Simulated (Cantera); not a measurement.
A closed system holds: 1 mol Al2O3, 24 mol HCl, 2.5 mol N2, held at 925 K and 0.230 bar.

These are equilibrium values from Cantera (NASA tables, ideal gas, pure condensed phases), not measurements of a reactor. Candidate condensed phases: Al, AlCl3, AlN, Al2O3, H2O, NH4Cl; 45 gas species. Condensed phases not in the tables: AlOCl. Rates play no part.

Base state: HCl 0.905, N2 0.0943, H2O 0.000185, AlCl3 0.000124 (mole fractions); condensed: Al2O3(s).

What changes in the equilibrium state with this change: temperature from 925 K to 1923 K?


| species | before | after |
|---|---|---|
| HCl | 0.905 | 0.864 |
| N2 | 0.0943 | 0.0940 |
| Cl | 3.31e-7 | 0.0148 |
| H2O | 0.000185 | 0.0117 |
| AlCl3 | 0.000124 | 0.00771 |
| H | <1e-9 | 0.000169 |
| AlCl2 | <1e-9 | 0.000121 |
| OH | <1e-9 | 2.30e-5 |
| Al2O3(s), mol | 0.998 | 0.896 |
The tables' values for AlCl2 are old estimates; treat these amounts as uncertain.
